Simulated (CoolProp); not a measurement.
A single-stage vapour-compression cycle with R227EA: evaporating at 282.15 K (dew point), condensing at 319.15 K (bubble point), superheat 0 K, subcooling 2 K, compressor efficiency 0.65, no pressure losses. Each further row changes one setting.

Values from CoolProp's reference Helmholtz-energy equation of state, Lemmon 2016.

```
case                              cooling COP  pressure ratio  discharge temperature (K)  refrigerating effect (kJ/kg)  volumetric capacity (kJ/m³)
--------------------------------  -----------  --------------  -------------------------  ----------------------------  ---------------------------
as stated                                3.79            3.06                      319.1                          78.5                         1700
evaporating temperature 287.15 K         4.63            2.58                      319.1                          81.6                         2090
condensing temperature 314.15 K          4.62            2.67                      314.1                          84.7                         1830
subcooling 7 K                           4.09            3.06                      319.1                          84.7                         1830
superheat 10 K                           3.92            3.06                      327.2                          86.8                         1790
compressor efficiency 0.55               3.21            3.06                      321.1                          78.5                         1700
```

The compression ends wet for: as stated; evaporating temperature 287.15 K; condensing temperature 314.15 K; subcooling 7 K.
